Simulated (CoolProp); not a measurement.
Properties of octamethylcyclotetrasiloxane (D4) along the isotherm 620 K (Tc = 586.5 K, pc = 1347 kPa, ω = 0.598).

Model: reference Helmholtz-energy equation of state, Thol 2015, in CoolProp.

```csv
p (kPa),phase,density (kg/m³),cp (kJ/(kg K)),speed of sound (m/s),expansivity (1/kK)
10.7,gas,0.6171,2.039,132.5,1.627
16.6,gas,0.9585,2.040,132.3,1.635
25.8,gas,1.493,2.040,132.1,1.648
40.2,gas,2.333,2.041,131.7,1.667
62.6,gas,3.651,2.042,131.0,1.699
97.5,gas,5.729,2.044,130.1,1.750
152,gas,9.041,2.048,128.5,1.833
236,gas,14.31,2.054,126.1,1.974
368,gas,23.05,2.064,122.2,2.227
573,gas,37.93,2.084,115.6,2.723
892,gas,65.32,2.133,104.3,3.895
1390,supercritical,126.6,2.315,83.63,8.177
2160,supercritical,338.7,3.004,71.39,20.39
3370,supercritical,483.4,2.459,148.2,5.831
```
